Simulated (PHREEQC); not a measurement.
Dissolve 0.01 mol NH4HF2, 0.0039 mol H2SiF6, 0.26 mol H3PO4 and 0.0012 mol HCl per kg of water at 89 °C. Closed to the air; pH follows from the charge balance.

All values are PHREEQC results (ion-association model, wateq4f.dat), not measurements.

No solid was allowed to form.

Problem. What pH does the model give?

Solution. pH 1.56.

Problem. In which forms is P present?

Solution. H3PO4 86 %, H2PO4- 14 % of the P.

Saturation is exceeded, for instance for Quartz (slow to form), Chalcedony (slow to form); the values hold only as long as no solid forms. H3PO4, which wateq4f.dat lacks, is added to it with the constant of phreeqc.dat. Away from 25 °C the constants follow the database's enthalpies or fits; those with neither stay at their 25 °C values. SiF6-2 is the database's only silicon fluoride.
